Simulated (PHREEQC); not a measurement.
PHREEQC input (ion-association model, wateq4f.dat):

```
SOLUTION_MASTER_SPECIES
  An  An-  0  An  62.0  # stands for a non-complexing anion
SOLUTION_SPECIES
  An- = An-
    -log_k 0
    -gamma 3.0 0
PHASES
  Fix_H+
    H+ = H+
    -log_k 0
SOLUTION 1
  temp 25
  units mmol/kgw
  pH 7 charge
  B 1.3
  Na 10
  An 10
END
SELECTED_OUTPUT 1
  -reset false
  -pH true
  -pe true
  -ionic_strength true
  -water true
  -totals B Na
  -molalities Hfo_wOH Hfo_wOH2+ Hfo_wO- Hfo_sOH Hfo_sOH2+ Hfo_sO- Hfo_wH2BO3
USER_PUNCH 1
  -headings sigma psi
  10 PUNCH EDL("sigma", "Hfo"), EDL("psi", "Hfo")
PRINT
  -reset false
USE solution 1
SURFACE 1
  Hfo_wOH 0.00696629 600 3.1
  Hfo_sOH 0.000174157
EQUILIBRIUM_PHASES 1
  Fix_H+ -4 HAn 10
    -force_equality true
  O2(g) -0.68 10
END
# ... the last block is repeated for the other 12 points of pH, with NaOH or the acid as the point needs
```

Selected output (columns that matter, 12 of 13 rows; pH added in front):

```
pH	mu	B	Na	m_Hfo_wOH	m_Hfo_wOH2+	m_Hfo_wO-	m_Hfo_sOH	m_Hfo_sOH2+	m_Hfo_sO-	m_Hfo_wH2BO3	sigma	psi
4	0.012282	0.0012858	0.01	0.0026394	0.0042753	3.733e-05	6.6121e-05	0.0001071	9.3514e-07	1.4194e-05	0.22537	0.18223
4.5	0.011639	0.0012806	0.01	0.0036291	0.0032242	9.3578e-05	9.0981e-05	8.083e-05	2.346e-06	1.9433e-05	0.16648	0.16808
5	0.011137	0.0012766	0.01	0.004377	0.0023817	0.00018427	0.00010979	5.9743e-05	4.6223e-06	2.3362e-05	0.11686	0.1511
5.5	0.01076	0.0012741	0.01	0.0048573	0.0017794	0.00030376	0.00012188	4.465e-05	7.6222e-06	2.5868e-05	0.078473	0.13169
6	0.010486	0.0012728	0.01	0.0051222	0.0013819	0.00043494	0.00012856	3.4684e-05	1.0916e-05	2.7236e-05	0.050361	0.10997
6.5	0.010296	0.0012721	0.01	0.0052482	0.0011336	0.0005566	0.00013173	2.8455e-05	1.3971e-05	2.7852e-05	0.030687	0.086104
7.5	0.01008	0.0012723	0.01	0.0053205	0.00088675	0.00073132	0.00013354	2.2257e-05	1.8356e-05	2.773e-05	0.0082658	0.03361
8	0.010065	0.0012734	0.010051	0.0053269	0.00081951	0.00079322	0.00013368	2.0566e-05	1.9907e-05	2.6639e-05	0.0013979	0.0060884
8.5	0.010269	0.0012764	0.010318	0.0053272	0.00075951	0.00085597	0.00013363	1.9052e-05	2.1472e-05	2.3615e-05	-0.0051298	-0.021535
9	0.010642	0.0012826	0.01077	0.0053194	0.00069003	0.00093942	0.00013332	1.7294e-05	2.3544e-05	1.7339e-05	-0.013262	-0.048686
9.5	0.011144	0.0012906	0.011385	0.005288	0.00059853	0.0010703	0.00013238	1.4983e-05	2.6792e-05	9.3713e-06	-0.025086	-0.074761
10	0.011646	0.0012962	0.012058	0.0051961	0.00048143	0.0012848	0.00012997	1.2042e-05	3.2136e-05	3.764e-06	-0.042719	-0.099196
```

Complexes and solids missing from the database can't appear.
